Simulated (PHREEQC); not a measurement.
30 mol of Gypsum (CaSO4:2H2O) is brought to equilibrium with 1 kg of water, with rising amounts of FeSO4, at 25 °C. No oxygen is let in. No CO2 enters from the air. Only these solids could form: Gypsum.

Computed with PHREEQC (ion-association model, phreeqc.dat).

```tsv
FeSO4 added (mol)	pH	dissolved Ca (mol/kgw)	FeSO4 (mol/kgw)	Fe+2 (mol/kgw)
0	7.06	0.0151	0	0
0.025	5.99	0.0121	0.00963	0.0154
0.075	5.88	___	0.0333	0.0416
0.1	5.86	___	0.0460	0.0540
0.125	5.85	0.00936	___	0.0660
0.175	5.83	0.00879	0.0855	0.0894
0.2	5.83	0.00855	0.0990	___
0.225	5.82	___	___	___
0.275	5.81	0.00797	___	0.135
0.3	5.81	0.00781	0.154	0.146
```

### Question
Complete the blanks.

### Answer

- 0.075, dissolved Ca (mol/kgw): 0.0102
- 0.1, dissolved Ca (mol/kgw): 0.00973
- 0.125, FeSO4 (mol/kgw): 0.0590
- 0.2, Fe+2 (mol/kgw): 0.101
- 0.225, dissolved Ca (mol/kgw): 0.00834
- 0.225, FeSO4 (mol/kgw): 0.113
- 0.225, Fe+2 (mol/kgw): 0.112
- 0.275, FeSO4 (mol/kgw): 0.140

Complexes and solids missing from the database can't appear.
